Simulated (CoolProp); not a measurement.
100 sccm (0 °C, 1 atm) of nitrogen bubbles through liquid tetrahydrofuran at 276.2 K and leaves saturated at a total pressure of 0.129 MPa (ideal gas phase). Each further row changes one setting.

Model: reference Helmholtz-energy equation of state, Fiedler 2023, in CoolProp.

```json
[
 {"case": "as stated", "vapour pressure (kPa)": "7.53", "mole fraction of vapour": "0.0584", "delivery (mg/min)": "19.9", "delivery (sccm)": "6.20", "change of delivery for a bath 1 K warmer (%)": "5.7"},
 {"case": "bath temperature 281.2 K", "vapour pressure (kPa)": "9.74", "mole fraction of vapour": "0.0755", "delivery (mg/min)": "26.3", "delivery (sccm)": "8.17", "change of delivery for a bath 1 K warmer (%)": "5.6"},
 {"case": "total pressure 0.258 MPa", "vapour pressure (kPa)": "7.53", "mole fraction of vapour": "0.0292", "delivery (mg/min)": "9.67", "delivery (sccm)": "3.01", "change of delivery for a bath 1 K warmer (%)": "5.5"}
]
```
